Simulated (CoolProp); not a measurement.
The numbers come from the reference Helmholtz-energy equation of state, Thol 2021 in CoolProp.

For chlorine, give the phase and the cp (kJ/(kg K)), speed of sound (m/s) at 430.2 K and 4.31 bar.


- 430.2 K and 4.31 bar: gas; cp 0.516, speed of sound 254
